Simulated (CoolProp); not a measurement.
Toluene along the isotherm 616.4 K: density (kg/m³) from the reference equation and from simpler models built on Tc = 591.7 K, pc = 4126 kPa, ω = 0.266; each cubic takes its own stable root.

Model: reference Helmholtz-energy equation of state, Lemmon 2006, in CoolProp. It is a short technical equation, of lower accuracy than the large ones.

```
p (kPa)          phase  reference  ideal gas  Redlich-Kwong  Soave-Redlich-Kwong
-------  -------------  ---------  ---------  -------------  -------------------
938                gas      18.25      16.86          18.17                18.14
1880               gas      40.25      33.80          39.84                  [?]
2810               gas      67.75      50.52          66.64                66.01
3750               gas      106.4      67.42          104.3                  [?]
4690     supercritical      173.2      84.32            [?]                162.2
5630     supercritical      338.5      101.2          298.2                272.3
6560     supercritical      415.9      117.9          349.3                332.5
7500     supercritical      449.3      134.8          379.5                366.5
8440     supercritical      471.1      151.7          401.4                390.4
9380     supercritical      487.4      168.6          418.9                409.3
10300    supercritical      500.3      185.2          433.3                424.6
```

Task: Complete the blanks.

Result: 
- 1880, Soave-Redlich-Kwong: 39.66
- 3750, Soave-Redlich-Kwong: 102.1
- 4690, Redlich-Kwong: 173.8
